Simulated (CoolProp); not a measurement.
1000 sccm (0 °C, 1 atm) of nitrogen bubbles through liquid octamethyltrisiloxane (MDM) at 346.3 K and leaves saturated at a total pressure of 0.013 MPa (ideal gas phase). Each further row changes one setting.

Model: reference Helmholtz-energy equation of state, Thol 2017, in CoolProp.

| case | vapour pressure (kPa) | mole fraction of vapour | delivery (mg/min) | delivery (sccm) | change of delivery for a bath 1 K warmer (%) |
|---|---|---|---|---|---|
| as stated | 6.75 | 0.519 | 11400 | 1080 | 9.9 |
| bath temperature 351.3 K | 8.39 | 0.646 | 19200 | 1820 | 13 |
| total pressure 0.026 MPa | 6.75 | 0.260 | 3700 | 350 | 6.2 |
